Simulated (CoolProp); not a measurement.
A closed Brayton cycle with carbon dioxide: compressor inlet 332.15 K and 8.3 MPa, high pressure 15.3 MPa, turbine inlet 790 K, compressor efficiency 0.8, turbine efficiency 0.9, recuperator effectiveness 0 (on enthalpy, no pinch check). Each further row changes one setting.

Model: reference Helmholtz-energy equation of state, Span 1996, in CoolProp.

```
case                           thermal efficiency (%)  net work (kJ/kg)  compressor to turbine work  compressor exit (K)  turbine exit (K)
-----------------------------  ----------------------  ----------------  --------------------------  -------------------  ----------------
as stated                                         8.8              45.0                        0.43                386.3             718.0
turbine inlet 740 K                               8.7              39.4                         ___                386.3               ___
compressor inlet 342.15 K                         8.4              41.3                         ___                399.2             718.0
high pressure 13 MPa                              ___              34.5                        0.41                  ___               ___
recuperator effectiveness 0.5                    14.0              45.0                        0.43                386.3             718.0
```

Problem. Complete the blanks.

Solution. 
- turbine inlet 740 K, compressor to turbine work: 0.46
- turbine inlet 740 K, turbine exit (K): 670.7
- compressor inlet 342.15 K, compressor to turbine work: 0.48
- high pressure 13 MPa, thermal efficiency (%): 6.6
- high pressure 13 MPa, compressor exit (K): 371.5
- high pressure 13 MPa, turbine exit (K): 736.9
